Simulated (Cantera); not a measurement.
Input: 1 mol PbI₂, 7.4 mol H₂, 0.37 mol N₂, equilibrated at 2200 K and 100 Torr.

Equilibrium computed with Cantera from the NASA thermochemical tables; the gas is ideal and each condensed phase is pure. Candidate condensed phases: I₂, Pb, PbI₂; 17 gas species. The numbers say what is thermodynamically allowed, not how fast it happens.

Base state: H₂ 0.677, I 0.164, Pb 0.0887, N₂ 0.0346, HI 0.0185, H 0.0127, PbI 0.00481, PbI₂ 7.40e-5 (mole fractions); condensed: gas only.

What changes in the equilibrium state with this change: pressure from 100 Torr to 0.0675 Torr?


| species | before | after |
|---|---|---|
| H₂ | 0.677 | 0.379 |
| H | 0.0127 | 0.365 |
| I | 0.164 | 0.151 |
| HI | 0.0185 | 0.000333 |
| N₂ | 0.0346 | 0.0281 |
| Pb | 0.0887 | 0.0759 |
| PbI₂ | 7.40e-5 | <1e-9 |
| PbI | 0.00481 | 2.57e-6 |
